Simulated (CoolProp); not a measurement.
Vapour-liquid equilibrium of R13 (1) + R113 (2) at 269.3 K; x and y are mole fractions of (1).

Model: multi-fluid Helmholtz-energy mixture model, Platzer 1990 and Marx 1992; pair parameters Bell 2016, in CoolProp. This equation is an older, rougher fit; its heat capacities, sound speeds and derivatives of the liquid may be far off and weren't checked against measurements.

```csv
x,bubble pressure (kPa),y at the bubble point,dew pressure at overall composition x (kPa),liquid density (mol/L)
0.05,125.5,0.900,13.10,8.848
0.15,334.9,0.963,14.65,9.148
0.25,525.1,0.976,16.60,9.458
0.35,699.2,0.983,19.16,9.777
0.45,860.7,0.986,22.66,10.10
0.55,1013,0.989,27.70,10.42
0.65,1161,0.991,35.63,10.72
0.75,1310,0.993,49.92,10.98
0.85,1471,0.995,83.30,11.15
0.95,1664,0.998,250.6,11.13
```

No azeotrope shows between x = 0.05 and 0.95.

The pair parameters rest on a limited set of measurements; away from them the model extrapolates. The gap from Raoult's law changes sign with composition, which may be real or a fault of the pair parameters; it wasn't checked against measurements.
